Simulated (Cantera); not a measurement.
A Cantera script and what it prints.

```python
import numpy as np
import cantera as ct

gas_names = [...]  # 136 gases of nasa_gas.yaml made of C, H, N, O
cond_names = """
    C(gr) C6H6(L) C7H8(L) C8H18(L),n-octa H2O(s) H2O(L)
""".split()


# ... load() reads the species with a 1 bar reference pressure and builds the phases ...
atoms = {
    'toluene': {'C': 7, 'H': 8},
    'CO2': {'C': 1, 'O': 2},
    'N2': {'N': 2},
    'H2O': {'H': 2, 'O': 1},
}
top_T = {'C(gr)': 4500}  # K; cautious upper limits of use, not melting points


# ... equilibrate(T, P, feed) seeds the gas with the atoms and calls Mixture.equilibrate('TP', solver="vcs", rtol=1e-11, max_steps=5000) ...
results = []
feed = {'toluene': 1, 'CO2': 0.057, 'N2': 1.3, 'H2O': 3.3}  # mol
P = 70  # Pa
for T in [1000, 1100, 1200, 1300, 1400, 1500, 1600, 1700, 1800, 1900]:
    mix = equilibrate(T, P, feed)
    results.append((T, P, feed, dict(zip(mix.species_names, mix.species_moles))))

top = {s: max(r[3][s] / sum(r[3][g] for g in gas_names) for r in results) for s in gas_names}
cols = sorted((s for s in top if top[s] > 0.0001), key=lambda s: -top[s])[:9]
seen = [c for c in cond_names if any(r[3].get(c, 0) > 1e-12 for r in results)]
print("log10 of partial pressures in bar; condensed amounts in mol")
print(f"{'T/K':>10s}" + "".join(f"{s[:9]:>10s}" for s in cols + seen))
for T, P, feed, n in results:
    ng = sum(n[g] for g in gas_names)
    print(f"{T:10.4g}" + "".join(f"{np.log10(max(n[s] / ng * P / 1e5, 1e-99)):10.3f}" for s in cols)
          + "".join(f"{n.get(c, 0):10.4g}" for c in seen))
```

It prints:

```
log10 of partial pressures in bar; condensed amounts in mol
       T/K        H2        CO        N2         H       HCN C2H2,acet       HNC     C(gr)
      1000    -3.371    -3.701    -4.121   -10.330    -9.031   -12.314   -11.861     3.644
      1100    -3.371    -3.701    -4.121    -9.273    -8.399   -11.247   -10.941     3.643
      1200    -3.371    -3.701    -4.121    -8.390    -7.874   -10.360   -10.175     3.643
      1300    -3.371    -3.701    -4.121    -7.642    -7.430    -9.611    -9.528     3.642
      1400    -3.371    -3.701    -4.121    -6.999    -7.050    -8.970    -8.974     3.641
      1500    -3.372    -3.701    -4.121    -6.440    -6.722    -8.416    -8.495      3.64
      1600    -3.372    -3.702    -4.122    -5.951    -6.436    -7.933    -8.077     3.636
      1700    -3.374    -3.702    -4.124    -5.519    -6.185    -7.508    -7.709      3.63
      1800    -3.378    -3.704    -4.126    -5.135    -5.964    -7.134    -7.385     3.621
      1900    -3.386    -3.706    -4.131    -4.793    -5.770    -6.804    -7.098     3.607
```

Cantera equilibrium calculation (NASA polynomials, part measured and part estimated; ideal gas, pure solids and liquids).
